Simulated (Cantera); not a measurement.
Input: 1 mol Si3N4, 0.089 mol O2, 630 mol N2, equilibrated at 350000 Pa.

Method: chemical equilibrium by Gibbs-energy minimisation in Cantera with the NASA 1993 tables (ideal gas, pure condensed phases). Candidate condensed phases: Si, SiO2, Si2N2O, Si3N4; 16 gas species. Mutual solubility and eutectic melting of coexisting phases are not modelled. Kinetics and transport are ignored.

x: gas mole fraction; n: condensed amount in mol.

| T (°C) | x N2 | x SiO | x Si | x SiN | x Si2N | n Si2N2O(s) | n Si3N4(s) |
|---|---|---|---|---|---|---|---|
| 802 | 1.00 | <1e-12 | <1e-12 | <1e-12 | <1e-12 | 0.178 | 0.881 |
| 902 | 1.00 | <1e-12 | <1e-12 | <1e-12 | <1e-12 | 0.178 | 0.881 |
| 1002 | 1.00 | 1.62e-12 | <1e-12 | <1e-12 | <1e-12 | 0.178 | 0.881 |
| 1102 | 1.00 | 8.68e-11 | <1e-12 | <1e-12 | <1e-12 | 0.178 | 0.881 |
| 1202 | 1.00 | 2.69e-9 | <1e-12 | 1.79e-12 | <1e-12 | 0.178 | 0.881 |
| 1302 | 1.00 | 5.33e-8 | ? | 4.21e-11 | <1e-12 | 0.178 | 0.881 |
| 1402 | 1.000 | 7.33e-7 | ? | 6.75e-10 | 5.37e-12 | 0.178 | 0.881 |
| 1502 | 1.000 | 7.44e-6 | ? | 7.86e-9 | 1.82e-10 | 0.173 | 0.883 |
| 1602 | 1.000 | 5.86e-5 | ? | 7.01e-8 | 4.21e-9 | 0.141 | 0.894 |
| 1702 | 1.000 | 0.000282 | ? | 4.98e-7 | 6.99e-8 | 0 | 0.940 |

**Question.** Fill in the missing entries.

**Answer.** 
- 1302, x Si: 2.38e-11
- 1402, x Si: 5.48e-10
- 1502, x Si: 8.80e-9
- 1602, x Si: 1.05e-7
- 1702, x Si: 9.64e-7
